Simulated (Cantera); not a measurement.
An adiabatic, constant-pressure homogeneous reactor starts with 9.42 % CH4, 19.0 % O2, 71.6 % N2, at 1773 K and 5.00 bar.

Detailed kinetics in Cantera: GRI-Mech 3.0 (53 species, 325 reactions).

One state of this run: T (K) = 2142; x CH4 = 0.0294; x O2 = 0.127; x CO = 0.0359; x CH3 = 0.00709; x O = 0.000346. x: mole fraction; the columns are a selection and need not sum to one.

**Question.** Which value of t (s) does it belong to?
A. 0.0322
B. 3.34e-5
C. 0.0760
D. 6.00e-6

**Answer.** B, 3.34e-5
